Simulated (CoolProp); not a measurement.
Vapour-liquid equilibrium of n-pentane (1) + benzene (2) at 322.2 K; x and y are mole fractions of (1).

Values from CoolProp's multi-fluid Helmholtz-energy mixture model, Thol 2019 and Thol 2012; pair parameters Bell 2016.

### Question
Give the bubble pressure and the first vapour's composition at x = 0.275, 0.575, 0.65. Is there an azeotrope?

### Answer
x = 0.275: 0.8308 bar, y = 0.672; x = 0.575: 1.148 bar, y = 0.835; x = 0.65: 1.217 bar, y = 0.865. No azeotrope shows between x = 0.05 and 0.95.

The pair parameters rest on a limited set of measurements; away from them the model extrapolates.
